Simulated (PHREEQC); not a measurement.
Dissolve 0.016 mol/kgw Cu(NO3)2, 0.00012 mol/kgw HNO3 and 5.3e-05 mol/kgw Na2SO4 at 20 °C. Closed to the air; pH follows from the charge balance.

Model: ion-association model, phreeqc.dat, run in PHREEQC.

Task: The ionic strength comes out as 0.0482 mol/kgw. What activity coefficients do Na+, NO3-, SO4-2, Cu+2, H+ get?

Result: Na+ 0.83, NO3- 0.81, SO4-2 0.47, Cu+2 0.49, H+ 0.86.

This is a speciation only: nothing precipitates in the calculation. Complexes and solids missing from the database can't appear.
